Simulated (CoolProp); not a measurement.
Vapour-liquid equilibrium of propane (1) + isopentane (2) at 268.9 K; x and y are mole fractions of (1).

Values from CoolProp's multi-fluid Helmholtz-energy mixture model, Lemmon 2009 and Lemmon 2006; pair parameters Kunz 2012.

Problem. Give the bubble pressure and the first vapour's composition at x = 0.425, 0.8, 0.875. Is there an azeotrope?

Solution. x = 0.425: 202.5 kPa, y = 0.905; x = 0.8: 337.8 kPa, y = 0.976; x = 0.875: 366.1 kPa, y = 0.985. No azeotrope shows between x = 0.05 and 0.95.

The pair parameters rest on a limited set of measurements; away from them the model extrapolates.
